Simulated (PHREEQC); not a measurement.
Solution (25 °C): 0.9 mol/kgw NaCl and 0.13 mol/kgw SrCl2. Closed to the air; pH follows from the charge balance.

All values are PHREEQC results (Pitzer model, pitzer.dat), not measurements.

Question: The ionic strength comes out as 1.29 mol/kgw. What activity coefficients do Cl-, Na+, Sr+2 get?

Answer: Cl- 0.59, Na+ 0.73, Sr+2 0.25. Single-ion values are on the MacInnes scale.

This is a speciation only: nothing precipitates in the calculation.
